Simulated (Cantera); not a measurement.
A diamond (100) surface in a fixed gas of H2 with x(CH4) = 0.026, x(CH3) = 0.00014, at 1023 K, 0.0270 bar; coverages are run to steady state.

Cantera simulation using the Harris–Goodwin 1993 mechanism for the reconstructed diamond (100) surface; the numbers are that mechanism's predictions, not measurements.

θ: site fractions in the mechanism's names (c6HH fully hydrogenated, c6H* and c6*H radical sites, c6** diradical, c6HM methylated).

```tsv
x(H)	growth (µm/h)	θ c6HH	θ c6H*	θ c6*H	θ c6**	θ c6HM
0.0001	___	0.564	0.0167	0.322	0.00416	0.0648
0.0002	___	0.546	0.0176	0.339	0.00609	0.0641
0.00039	___	0.542	0.0183	0.351	0.00779	0.0570
0.00078	___	0.547	0.0189	0.363	0.00918	0.0441
0.0015	___	0.555	0.0194	0.373	0.0101	0.0306
0.0031	___	0.563	0.0198	0.381	0.0108	0.0180
0.0061	1.99	0.569	0.0201	0.386	0.0111	0.0102
0.012	2.10	0.572	0.0203	0.389	0.0113	0.00548
0.024	2.17	0.574	0.0205	0.390	0.0115	0.00282
```

Task: Fill in the missing entries.

Result: 
- 0.0001, growth (µm/h): 0.222
- 0.0002, growth (µm/h): 0.429
- 0.00039, growth (µm/h): 0.730
- 0.00078, growth (µm/h): 1.12
- 0.0015, growth (µm/h): 1.48
- 0.0031, growth (µm/h): 1.79
